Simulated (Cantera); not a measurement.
# Thermodynamics of silicon nitride deposition, feed SiH₄ + NH₃ + N₂

Feed: 1 mol SiH₄, 5.6 mol NH₃, 96 mol N₂, held at 1525 K.

Equilibrium computed with Cantera from the NASA thermochemical tables; the gas is ideal and each condensed phase is pure. Candidate condensed phases: Si, Si₃N₄; 18 gas species. Kinetics and transport are ignored.

At 5.00 Pa the condensed part is Si(s). From 21.0 Pa to 100000 Pa the condensed part is Si₃N₄(s).

```json
[
 {"P (Pa)": "5", "x N₂": "0.904", "x H₂": "0.0946", "x H": "0.00103", "x Si": "0.000378", "x Si₂N": "4.54e-6", "n Si(s)": "0.957", "n Si₃N₄(s)": "0"},
 {"P (Pa)": "21", "x N₂": "0.904", "x H₂": "0.0955", "x H": "0.000505", "x Si": "4.92e-5", "x Si₂N": "6.64e-7", "n Si(s)": "0", "n Si₃N₄(s)": "0.331"},
 {"P (Pa)": "85", "x N₂": "0.904", "x H₂": "0.0957", "x H": "0.000251", "x Si": "4.79e-6", "x Si₂N": "5.12e-8", "n Si(s)": "0", "n Si₃N₄(s)": "0.333"},
 {"P (Pa)": "350", "x N₂": "0.904", "x H₂": "0.0958", "x H": "0.000124", "x Si": "4.52e-7", "x Si₂N": "3.82e-9", "n Si(s)": "0", "n Si₃N₄(s)": "0.333"},
 {"P (Pa)": "1400", "x N₂": "0.904", "x H₂": "0.0958", "x H": "6.19e-5", "x Si": "4.49e-8", "x Si₂N": "3.01e-10", "n Si(s)": "0", "n Si₃N₄(s)": "0.333"},
 {"P (Pa)": "5900", "x N₂": "0.904", "x H₂": "0.0958", "x H": "3.01e-5", "x Si": "4.08e-9", "x Si₂N": "2.15e-11", "n Si(s)": "0", "n Si₃N₄(s)": "0.333"},
 {"P (Pa)": "24000", "x N₂": "0.904", "x H₂": "0.0958", "x H": "1.49e-5", "x Si": "3.94e-10", "x Si₂N": "1.64e-12", "n Si(s)": "0", "n Si₃N₄(s)": "0.333"},
 {"P (Pa)": "100000", "x N₂": "0.904", "x H₂": "0.0958", "x H": "7.32e-6", "x Si": "3.65e-11", "x Si₂N": "<1e-12", "n Si(s)": "0", "n Si₃N₄(s)": "0.333"}
]
```
x: gas mole fraction; n: condensed amount in mol.
